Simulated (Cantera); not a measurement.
A Cantera script and its output.

```python
import numpy as np
import cantera as ct

gas = ct.Solution("gri30.yaml")
gas.TPX = 1275, 510000, {'CH4': 1, 'H2O': 0.75, 'H2': 0.18}
reactor = ct.IdealGasConstPressureReactor(gas, energy="off", clone=False)
net = ct.ReactorNet([reactor])
net.rtol, net.atol = 1e-08, 1e-18
show = ['CH4', 'H2O', 'H2', 'CO2', 'HO2']
times = np.geomspace(1e-06, 200, 11)

steps = ct.SolutionArray(gas, extra=["t"])
rows = []
print(f"{'t/s':>10s}{'T/K':>9s}{'P/Pa':>11s}" + "".join(f"{s:>11s}" for s in show))
for t in times:
    while net.time < t:
        t_next = net.step()
        steps.append(gas.state, t=t_next)
    rows.append([np.interp(t, steps.t, y) for y in (steps.T, steps.P, *steps(*show).X.T)])
    print(f"{t:10.3e}{rows[-1][0]:9.1f}{rows[-1][1]:11.4g}" + "".join(f"{x:11.3e}" for x in rows[-1][2:]))
rate = np.gradient(steps.T, steps.t)
print("integrator steps:", len(steps.t))
if steps.T.max() > steps.T[0] + 200:
    print(f"time of steepest temperature rise: {steps.t[rate.argmax()]:.4e} s")
gas.TPX = 1275, 510000, {'CH4': 1, 'H2O': 0.75, 'H2': 0.18}
gas.equilibrate("TP")
print(f"equilibrium (TP): T = {gas.T:.1f} K  " + "  ".join(f"{s} {gas[s].X[0]:.3e}" for s in show))
```

Result:

```
       t/s      T/K       P/Pa        CH4        H2O         H2        CO2        HO2
 1.000e-06   1275.0    5.1e+05  5.181e-01  3.886e-01  9.326e-02  1.344e-36  1.007e-27
 6.762e-06   1275.0    5.1e+05  5.181e-01  3.886e-01  9.326e-02  1.588e-31  1.721e-25
 4.573e-05   1275.0    5.1e+05  5.181e-01  3.886e-01  9.326e-02  5.714e-26  9.367e-23
 3.092e-04   1275.0    5.1e+05  5.181e-01  3.886e-01  9.327e-02  2.293e-20  3.764e-20
 2.091e-03   1275.0    5.1e+05  5.181e-01  3.886e-01  9.327e-02  2.865e-16  1.573e-19
 1.414e-02   1275.0    5.1e+05  5.180e-01  3.886e-01  9.332e-02  2.348e-13  1.899e-19
 9.564e-02   1275.0    5.1e+05  5.174e-01  3.885e-01  9.373e-02  1.919e-10  3.383e-19
 6.467e-01   1275.0    5.1e+05  5.126e-01  3.877e-01  9.745e-02  3.755e-08  4.722e-19
 4.373e+00   1275.0    5.1e+05  4.828e-01  3.821e-01  1.217e-01  4.004e-06  8.077e-19
 2.958e+01   1275.0    5.1e+05  4.302e-01  3.700e-01  1.657e-01  5.995e-04  2.440e-18
 2.000e+02   1275.0    5.1e+05  4.273e-01  3.476e-01  1.873e-01  6.619e-03  1.926e-18
integrator steps: 881
equilibrium (TP): T = 1275.0 K  CH4 7.644e-02  H2O 2.705e-03  H2 7.039e-01  CO2 4.999e-04  HO2 2.155e-23
```

Detailed kinetics in Cantera: GRI-Mech 3.0 (53 species, 325 reactions). GRI-Mech 3.0 stops at C3 and has no aromatics, soot or wall deposition, so with more carbon than oxygen in the feed, carbon stays in small species such as C2H2 where larger ones or solid carbon would form.
